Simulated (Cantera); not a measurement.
## Premixed flame

A freely propagating, adiabatic, planar premixed flame of 7.39 % CH4, 1.26 % C2H6, 19.2 % O2, 72.1 % N2, equivalence ratio 1.00, unburnt at 700 K and 0.987 atm; multicomponent+Soret transport, grid criteria slope 0.08 and curve 0.16, no radiation.

Cantera simulation using GRI-Mech 3.0 (53 species, 325 reactions); the numbers are that mechanism's predictions, not measurements. Burning velocities carry a grid error of a few per cent, more on coarse grids.

```tsv
z (mm)	T (K)	u (m/s)	x CH4	x C2H6	x O2	x HO2	x H2	x HCN
-0.901	700	1.80	0.0738	0.0126	0.192	1.70e-7	0.000705	<1e-8
-0.601	702	1.80	0.0736	0.0125	0.192	2.92e-6	0.00220	<1e-8
-0.451	707	1.82	0.0730	0.0125	0.191	1.13e-5	0.00393	<1e-8
-0.300	748	1.94	0.0699	0.0123	0.188	6.80e-5	0.00771	4.67e-8
-0.150	1070	2.81	0.0527	0.00931	0.160	0.000174	0.0162	7.08e-7
-0.0751	1459	3.90	0.0308	0.00384	0.119	0.000235	0.0222	2.11e-6
0	1838	4.98	0.00814	0.000220	0.0708	0.000133	0.0240	4.63e-6
0.0751	1999	5.43	0.000725	8.57e-7	0.0416	2.17e-5	0.0193	4.24e-6
0.150	2042	5.53	3.41e-5	<1e-8	0.0308	7.68e-6	0.0162	1.81e-6
0.300	2086	5.62	5.99e-8	<1e-8	0.0250	5.69e-6	0.0154	2.20e-7
0.601	2145	5.74	<1e-8	<1e-8	0.0221	4.56e-6	0.0149	<1e-8
1.20	2218	5.91	<1e-8	<1e-8	0.0195	3.49e-6	0.0132	<1e-8
2.40	2298	6.09	<1e-8	<1e-8	0.0166	2.59e-6	0.0110	<1e-8
```
x: mole fraction of selected species; z is measured from the peak of heat release.

| Item | Value |
|---|---|
| laminar burning velocity | 180 cm/s |
| thermal thickness | 0.300 mm |
| peak x(HO2) | 0.000236 |
| peak x(H2) | 0.0243 |
| peak x(HCN) | 5.10e-6 |
| grid points | 150 |
